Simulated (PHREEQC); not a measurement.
Dissolve 0.0065 mol/kgw CdSO4 at 55 °C. Closed to the air; pH follows from the charge balance.

All values are PHREEQC results (ion-association model, phreeqc.dat), not measurements.

Precipitation was switched off in this run.

Question: Order these S species by the share of S that they hold, largest first: SO4-2, Cd(SO4)2-2, CdSO4.

Answer: SO4-2 (65 %), CdSO4 (32 %), Cd(SO4)2-2 (2.6 %)

Question: Order these Cd species by the share of Cd that they hold, largest first: Cd(SO4)2-2, CdSO4, Cd+2.

Answer: Cd+2 (67 %), CdSO4 (32 %), Cd(SO4)2-2 (1.3 %)

The pH is 5.97 and the ionic strength 0.0173 mol/kgw. Species that the database lacks are ignored. At this temperature some constants are extrapolated from 25 °C, and those without enthalpy data are left unchanged.
